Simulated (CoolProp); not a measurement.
The numbers come from the reference Helmholtz-energy equation of state, Zhou 2012 in CoolProp.

### Question
For o-xylene, give the phase and the Z, isothermal compressibility (1/MPa) at 76.25 °C and 91.4 kPa.

### Answer
- 76.25 °C and 91.4 kPa: liquid; Z 0.00401, isothermal compressibility 0.00115
